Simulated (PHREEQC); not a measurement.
**Nickel, zinc or cadmium bath: speciation**

Dissolve 0.04 mol/kgw ZnCl2, 0.005 mol/kgw NaCl and 0.02 mol/kgw MnSO4 at 80 °C. Closed to the air; pH follows from the charge balance.

Computed with PHREEQC (ion-association model, phreeqc.dat).

```yaml
pH: 4.93
ionic_strength: 0.136 mol/kgw
density: 0.979 g/cm³
```

| species | molality | activity | log γ |
|---|---|---|---|
| Cl- | 0.0721 | 0.0519 | -0.143 |
| Zn+2 | 0.0229 | 0.00695 | -0.519 |
| Mn+2 | 0.0138 | 0.00455 | -0.482 |
| ZnCl+ | 0.0104 | 0.00753 | -0.140 |
| SO4-2 | 0.00861 | 0.00258 | -0.524 |
| ZnSO4 | 0.00581 | 0.00600 | 0.014 |
| Na+ | 0.00492 | 0.00366 | -0.128 |
| MnSO4 | 0.00490 | 0.00505 | 0.014 |
| MnCl+ | 0.00130 | 0.000962 | -0.130 |
| ZnCl2 | 0.000478 | 0.000493 | 0.014 |
| Zn(SO4)2-2 | 0.000292 | 8.78e-5 | -0.522 |
| NaSO4- | 8.47e-5 | 6.34e-5 | -0.126 |
| ZnCl3- | 5.25e-5 | 3.80e-5 | -0.140 |
| ZnOH+ | 2.95e-5 | 2.18e-5 | -0.131 |

Precipitation was switched off in this run. Away from 25 °C the constants follow the database's enthalpies or fits; those with neither stay at their 25 °C values.
